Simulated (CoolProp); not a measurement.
Water at 375.04 K and 0.845 MPa flows at 0.42 m/s in a round tube of 4.6 mm bore and 1.5 µm roughness, fully developed (64/Re and Nu = 3.66 if laminar; Colebrook and Gnielinski if turbulent). Each further row changes one setting.

The numbers come from the reference Helmholtz-energy equation of state, Wagner 2002 in CoolProp.

```json
[
 {"case": "as stated", "Reynolds number": "6690", "Darcy friction factor": "0.0348", "pressure drop (Pa/m)": "640", "heat-transfer coefficient (W/(m² K))": "4610", "mass flow (kg/h)": "24.1"},
 {"case": "velocity 0.84 m/s", "Reynolds number": "13400", "Darcy friction factor": "0.0292", "pressure drop (Pa/m)": "2140", "heat-transfer coefficient (W/(m² K))": "8590", "mass flow (kg/h)": "48.1"},
 {"case": "diameter 9.2 mm", "Reynolds number": "13400", "Darcy friction factor": "(withheld)", "pressure drop (Pa/m)": "(withheld)", "heat-transfer coefficient (W/(m² K))": "(withheld)", "mass flow (kg/h)": "(withheld)"}
]
```

Q: Fill in the missing entries.

A: 
- diameter 9.2 mm, Darcy friction factor: 0.0289
- diameter 9.2 mm, pressure drop (Pa/m): 265
- diameter 9.2 mm, heat-transfer coefficient (W/(m² K)): 4260
- diameter 9.2 mm, mass flow (kg/h): 96.2

Viscosity comes from a separate model (Huber 2009). Thermal conductivity comes from a separate model (Huber 2012).
